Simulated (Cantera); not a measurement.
A perfectly stirred reactor is fed with 35.7 % NO, 64.3 % N2, at 0.550 bar; it is held at 2025 K, and followed from long to short residence time.

Detailed kinetics in Cantera: GRI-Mech 3.0 (53 species, 325 reactions).

x: mole fraction; the columns are a selection and need not sum to one.

```
τ (s)     x NO       x O     x NO2    x N2O     x O2
------  ------  --------  --------  -------  -------
8.9     0.0537  0.000429   5.60e-5  1.48e-6    0.151
3.8     0.0926  0.000402   9.01e-5  3.86e-6    0.132
1.6      0.154  0.000356  0.000132  1.03e-5    0.101
0.68       [?]       [?]  0.000157      [?]      [?]
0.29     0.288  0.000222  0.000150  3.71e-5   0.0345
0.12     0.326  0.000164  0.000123  4.85e-5   0.0153
0.052    0.344  0.000129   9.94e-5  5.42e-5  0.00659
0.022    0.351  0.000108   8.38e-5  5.62e-5  0.00270
0.0093   0.355       [?]       [?]  5.55e-5      [?]
```

Fill in the missing entries.


- 0.68, x NO: 0.226
- 0.68, x O: 0.000292
- 0.68, x N2O: 2.25e-5
- 0.68, x O2: 0.0652
- 0.0093, x O: 9.57e-5
- 0.0093, x NO2: 7.40e-5
- 0.0093, x O2: 0.00106
